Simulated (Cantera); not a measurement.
Ammonia decomposition in nitride growth gas

A perfectly stirred reactor is fed with 73.0 % NH3, 27.0 % N2, at 12.0 Torr; it is held at 2350 K, and followed from long to short residence time.

Detailed kinetics in Cantera: the gas-phase N/H chemistry of the illustrative SiF4/NH3 mechanism in the Surface Chemkin manual (1991). Walls and surfaces, which speed up NH3 decomposition in real reactors, are not modelled.

```
τ (s)     x NH3    x N2H4   x N2H2     x NH2      x NH   x N2    x H2
------  -------  --------  -------  --------  --------  -----  ------
19      4.84e-5    <1e-12  2.78e-9   1.26e-5   2.11e-5  0.358   0.593
5.3     0.00310  1.18e-11  9.29e-8  0.000133   3.61e-5  0.365   0.623
1.5      0.0218  1.22e-10  4.99e-7  0.000426   5.20e-5  0.363   0.610
0.42     0.0773  6.75e-10  1.95e-6   0.00100   7.81e-5  0.356   0.563
0.12      0.211   2.78e-9  6.32e-6   0.00203  0.000108  0.338   0.447
0.033     0.434   8.20e-9  1.57e-5   0.00349  0.000125  0.308   0.253
0.0091    0.618   1.57e-8  2.43e-5   0.00482  0.000109  0.283  0.0933
0.0026    0.697   1.83e-8  2.25e-5   0.00521   7.38e-5  0.273  0.0246
```
x: mole fraction; the columns are a selection and need not sum to one.
